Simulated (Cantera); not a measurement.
A perfectly stirred reactor is fed with NH3 : H2 = 1 : 1.5 (molar parts), at 130000 Pa; it is held at 1550 K, and followed from long to short residence time.

Cantera simulation using the gas-phase N/H chemistry of the illustrative SiF4/NH3 mechanism in the Surface Chemkin manual (1991); the numbers are that mechanism's predictions, not measurements. Walls and surfaces, which speed up NH3 decomposition in real reactors, are not modelled.

### Question
Predict: x(NH3) at τ = 3.10 s; x(H2) at τ = 3.10 s; x(NH) at τ = 3.10 s; x(NH2) at τ = 3.10 s; x(N2H2) at τ = 3.10 s; x(NH3) at τ = 0.110 s; x(H2) at τ = 0.110 s; x(NH) at τ = 0.110 s; x(NH2) at τ = 0.110 s; x(N2H2) at τ = 0.110 s.

### Answer
* **x(NH3) at τ = 3.10 s**: 0.367
* **x(H2) at τ = 3.10 s**: 0.621
* **x(NH) at τ = 3.10 s**: 5.70e-8
* **x(NH2) at τ = 3.10 s**: 2.40e-5
* **x(N2H2) at τ = 3.10 s**: 4.63e-8
* **x(NH3) at τ = 0.110 s**: 0.399
* **x(H2) at τ = 0.110 s**: 0.601
* **x(NH) at τ = 0.110 s**: 6.02e-8
* **x(NH2) at τ = 0.110 s**: 2.57e-5
* **x(N2H2) at τ = 0.110 s**: 5.40e-8
